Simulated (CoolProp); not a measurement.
Model: reference Helmholtz-energy equation of state, Gao 2016, in CoolProp.

### Question
Give the vapour pressure (MPa), liquid density (kg/m³), vapour density (kg/m³), enthalpy of vaporisation (kJ/kg) of saturated sulfur dioxide at -63.65 °C.

### Answer
```
T (°C)  p (MPa)  liquid density (kg/m³)  vapour density (kg/m³)  enthalpy of vaporisation (kJ/kg)
------  -------  ----------------------  ----------------------  --------------------------------
-63.65  0.00438                    1600                   0.162                               435
```
